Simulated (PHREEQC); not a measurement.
2.1 g of hydrous ferric oxide (600 m²/g; 0.2 weak and 0.005 strong sites per Fe, Dzombak-Morel constants, diffuse double layer) in 1 kg of water with 0.01 mol/kgw of an inert sodium salt and 0.87 mmol/kgw SrCl2 and 0.054 mmol/kgw NiCl2, at 25 °C; the pH is set by adding NaOH or the inert anion's acid. Oxygen is held at 0.21 atm. No CO2 enters from the air. Precipitation was switched off in this run.

All values are PHREEQC results (ion-association model, wateq4f.dat), not measurements.

```csv
pH,Sr sorbed (%),Ni sorbed (%),surface charge σ (C/m²),surface potential ψ (mV)
4,0.0,0.1,0.234,180
4.67,0.0,0.9,0.157,161
6,0.1,59.1,?,109
6.67,?,94.7,0.029,78
7.33,4.9,99.4,0.013,45
8.67,42.9,100.0,-0.005,-18
9.33,?,100.0,?,-44
10,98.9,100.0,-0.027,-76
11.33,100.0,100.0,-0.095,-133
12,100.0,99.9,-0.161,-147
```

Task: Some entries are withheld; supply them.

Result: 
- 6, surface charge σ (C/m²): 0.055
- 6.67, Sr sorbed (%): 0.8
- 9.33, Sr sorbed (%): 86.5
- 9.33, surface charge σ (C/m²): -0.012
